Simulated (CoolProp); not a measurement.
100 sccm (0 °C, 1 atm) of nitrogen bubbles through liquid n-perfluorohexane at 304 K and leaves saturated at a total pressure of 0.15 MPa (ideal gas phase). Each further row changes one setting.

Computed with CoolProp (reference Helmholtz-energy equation of state, Gao 2022).

```tsv
case	vapour pressure (kPa)	mole fraction of vapour	delivery (mg/min)	delivery (sccm)	change of delivery for a bath 1 K warmer (%)
as stated	37.8	(withheld)	507	33.6	5.7
bath temperature 309 K	(withheld)	0.309	674	(withheld)	6.0
total pressure 0.3 MPa	37.8	0.126	217	14.4	4.9
```

### Question
Fill in the missing entries.

### Answer

- as stated, mole fraction of vapour: 0.252
- bath temperature 309 K, vapour pressure (kPa): 46.3
- bath temperature 309 K, delivery (sccm): 44.7
